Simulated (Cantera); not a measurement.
## Adiabatic ignition

An adiabatic, constant-pressure homogeneous reactor starts with 34.7 % CO, 3.22 % H2, 11.1 % O2, 42.0 % N2, 9.02 % H2O, equivalence ratio 1.7, at 1748 K and 100000 Pa.

Computed with Cantera and GRI-Mech 3.0 (53 species, 325 reactions).

| t (s) | T (K) | x CO | x H2 | x O2 | x H2O | x HO2 | x OH |
|---|---|---|---|---|---|---|---|
| 2.00e-6 | 1748 | 0.347 | 0.0322 | 0.111 | 0.0902 | 5.12e-7 | 1.47e-6 |
| 4.85e-6 | 1748 | 0.347 | 0.0322 | 0.111 | 0.0902 | 1.30e-6 | 1.49e-5 |
| 1.18e-5 | 1752 | 0.344 | 0.0278 | 0.107 | 0.0923 | 2.63e-5 | 0.00177 |
| 2.85e-5 | 1999 | 0.232 | 0.0205 | 0.0415 | 0.0714 | 9.79e-6 | 0.0158 |
| 6.91e-5 | 2287 | 0.218 | 0.0217 | 0.0321 | 0.0780 | 5.31e-6 | 0.0196 |
| 0.000168 | 2567 | 0.212 | 0.0193 | 0.0257 | 0.0905 | 3.85e-6 | 0.0203 |
| 0.000406 | 2765 | 0.203 | 0.0171 | 0.0193 | 0.0993 | 4.37e-6 | 0.0188 |
| 0.000985 | 2798 | 0.201 | 0.0168 | 0.0173 | 0.101 | 4.42e-6 | 0.0180 |
| 0.00239 | 2794 | 0.201 | 0.0169 | 0.0164 | 0.101 | 4.20e-6 | 0.0175 |
| 0.00579 | 2791 | 0.201 | 0.0170 | 0.0160 | 0.101 | 4.11e-6 | 0.0173 |
| 0.0140 | 2791 | 0.201 | 0.0170 | 0.0159 | 0.101 | 4.10e-6 | 0.0173 |
| 0.0340 | 2791 | 0.201 | 0.0170 | 0.0159 | 0.101 | 4.10e-6 | 0.0173 |
| 0.0825 | 2791 | 0.201 | 0.0170 | 0.0159 | 0.101 | 4.10e-6 | 0.0173 |
| 0.200 | 2791 | 0.201 | 0.0170 | 0.0159 | 0.101 | 4.10e-6 | 0.0173 |
x: mole fraction; the columns are a selection and need not sum to one.

```
Item                                                              Result
---------------------------------  -------------------------------------
time of steepest temperature rise                                20.6 µs
temperature at 0.200 s                                            2791 K
equilibrium temperature                                           2791 K
x(CO) at 0.200 s                     0.201 (gas-phase equilibrium 0.201)
x(H2) at 0.200 s                   0.0170 (gas-phase equilibrium 0.0170)
x(O2) at 0.200 s                   0.0159 (gas-phase equilibrium 0.0159)
```
